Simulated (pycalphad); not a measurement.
All values are pycalphad results on the COST 507 light-alloy database (1999) (1 atm), not direct measurements. These are 1990s assessments: newer ones move some temperatures and phases. Phase fractions are per mole of atoms.

### Question
Give the equilibrium state of Hf-0.2C (at.%) at 2500 K.

### Answer
```
T = 2500.00 K, P = 101325 Pa, N = 1 mol of atoms
G = -201671 J/mol, H = 90154 J/mol, S = 116.73 J/(mol K)  (SER reference)
chemical potentials (J/mol): Hf -201297, C -388367
phase             fraction      x(Hf)       x(C)
BCC_A2              0.5555     0.9992   0.000771
LIQUID              0.4445     0.9965     0.0035
```

### Question
Give the equilibrium state of Hf-0.2C (at.%) at 2100 K.

### Answer
```
T = 2100.00 K, P = 101325 Pa, N = 1 mol of atoms
G = -158155 J/mol, H = 62785 J/mol, S = 105.21 J/(mol K)  (SER reference)
chemical potentials (J/mol): Hf -157743, C -363793
phase             fraction      x(Hf)       x(C)
BCC_A2              0.8169     0.9997   0.000264
HCP_A3              0.1831     0.9903     0.0097
```

BCC_A2 is bcc; HCP_A3 is hcp.
